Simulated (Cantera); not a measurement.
Cantera run, input and output.

```python
import numpy as np
import cantera as ct

gas = ct.Solution("gri30.yaml")


def delay(T, t_max=10):
    gas.TPX = T, 350000, {'CH4': 1, 'O2': 4.35, 'N2': 16.3, 'H2O': 0.59}
    reactor = ct.IdealGasConstPressureReactor(gas, clone=False)
    net = ct.ReactorNet([reactor])
    net.rtol, net.atol = 1e-8, 1e-16
    while net.time < t_max:
        t_old, T_old = net.time, reactor.T
        net.step()
        if reactor.T > T + 400:  # ignition: a rise of 400 K
            return t_old + (T + 400 - T_old) / (reactor.T - T_old) * (net.time - t_old)
    return np.nan


taus = []
for T in [1150, 1200, 1250, 1300, 1350, 1400, 1450, 1500]:
    taus.append(delay(T))
    print(f"T0 = {T:6g} K   tau = {taus[-1]:.4e} s")
```

It prints:

```
T0 =   1150 K   tau = 1.9688e-02 s
T0 =   1200 K   tau = 1.0064e-02 s
T0 =   1250 K   tau = 5.3274e-03 s
T0 =   1300 K   tau = 2.9113e-03 s
T0 =   1350 K   tau = 1.6399e-03 s
T0 =   1400 K   tau = 9.5147e-04 s
T0 =   1450 K   tau = 5.6855e-04 s
T0 =   1500 K   tau = 3.5002e-04 s
```

Model: GRI-Mech 3.0 (53 species, 325 reactions), integrated in Cantera.
